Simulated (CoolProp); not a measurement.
Properties of hydrogen sulfide along the isotherm 252.35 °C (Tc = 100.0 °C, pc = 8999 kPa, ω = 0.101).

Computed with CoolProp (reference Helmholtz-energy equation of state, Lemmon 2006). It is a short technical equation, of lower accuracy than the large ones.

```csv
p (kPa),phase,speed of sound (m/s),isothermal compressibility (1/MPa)
2500,gas,400.6,___
5000,gas,396.2,0.2122
7500,gas,392.7,0.1458
10000,supercritical,___,___
12500,supercritical,___,0.09249
15000,supercritical,___,0.07871
17500,supercritical,391.0,0.06831
20000,supercritical,395.2,___
22500,supercritical,___,0.05245
```

What belongs in the gaps?


- 2500, isothermal compressibility (1/MPa): 0.4119
- 10000, speed of sound (m/s): 390.1
- 10000, isothermal compressibility (1/MPa): 0.1126
- 12500, speed of sound (m/s): 388.8
- 15000, speed of sound (m/s): 389.0
- 20000, isothermal compressibility (1/MPa): 0.05982
- 22500, speed of sound (m/s): 401.8
